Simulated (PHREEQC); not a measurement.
PHREEQC input (ion-association model, phreeqc.dat):

```
SOLUTION 1
  temp 25
  units mol/kgw
  pH 7 charge
END
SELECTED_OUTPUT 1
  -reset false
  -pH true
  -pe true
  -ionic_strength true
  -water true
  -totals Hdg Ntg
  -molalities H+ OH-
USER_PUNCH 1
  -headings p_Hdg(g) phi_Hdg(g) p_Ntg(g) phi_Ntg(g) p_H2O(g) phi_H2O(g) density
  10 PUNCH PR_P("Hdg(g)"), PR_PHI("Hdg(g)"), PR_P("Ntg(g)"), PR_PHI("Ntg(g)"), PR_P("H2O(g)"), PR_PHI("H2O(g)"), RHO
PRINT
  -reset false
USE solution 1
REACTION_TEMPERATURE 1
  25
GAS_PHASE 1
  -fixed_pressure
  -pressure 2
  -temperature 25
  -volume 20
  Hdg(g) 1.06
  Ntg(g) 0.94
  H2O(g) 0
END
# ... the last block is repeated for the other 12 points of P (atm)
```

Selected output (columns that matter, 13 of 13 rows; P (atm) added in front):

```
P (atm)	pH	mu	Hdg	Ntg	m_H+	m_OH-	p_Hdg(g)	phi_Hdg(g)	p_Ntg(g)	phi_Ntg(g)	p_H2O(g)	phi_H2O(g)	density
2	6.9972	1.0069e-07	0.0008261	0.00061614	1.0069e-07	1.0069e-07	1.0431	1.0006	0.92518	0.9993	0.031683	0.99233	0.99707
5	6.9966	1.0082e-07	0.0020798	0.0015479	1.0082e-07	1.0082e-07	2.6328	1.0016	2.3351	0.99822	0.032084	0.98208	0.99717
10	6.9956	1.0105e-07	0.0041552	0.0030817	1.0105e-07	1.0105e-07	5.2822	1.0033	4.685	0.99651	0.032757	0.96539	0.99733
20	6.9937	1.015e-07	0.0082546	0.0060803	1.015e-07	1.015e-07	10.581	1.0067	9.3848	0.99334	0.034127	0.93338	0.99767
30	6.9918	1.0195e-07	0.012287	0.008991	1.0195e-07	1.0195e-07	15.88	1.0101	14.085	0.99052	0.035527	0.90314	0.99801
40	6.9898	1.024e-07	0.016253	0.011819	1.024e-07	1.024e-07	21.179	1.0137	18.784	0.98802	0.036954	0.87456	0.99835
50	6.9879	1.0285e-07	0.020155	0.014567	1.0285e-07	1.0285e-07	26.477	1.0173	23.484	0.98584	0.038409	0.84755	0.99869
75	6.9832	1.0398e-07	0.029641	0.021123	1.0398e-07	1.0398e-07	39.724	1.0267	35.234	0.98173	0.042156	0.78632	0.99955
100	6.9785	1.0512e-07	0.038757	0.027273	1.0512e-07	1.0512e-07	52.971	1.0365	46.983	0.97944	0.046041	0.73309	1.0004
150	6.9692	1.0739e-07	0.055961	0.038549	1.0738e-07	1.0738e-07	79.464	1.0575	70.482	0.97975	0.054146	0.64622	1.0022
200	6.9601	1.0966e-07	0.071904	0.048715	1.0966e-07	1.0966e-07	105.96	1.08	93.981	0.98584	0.062568	0.5797	1.0039
300	6.9424	1.1423e-07	0.10046	0.066582	1.1422e-07	1.1422e-07	158.94	1.1297	140.98	1.0124	0.079854	0.48786	1.0075
400	6.9253	1.1881e-07	0.12517	0.082067	1.1881e-07	1.1881e-07	211.93	1.1853	187.98	1.0549	0.097128	0.4306	1.011
```
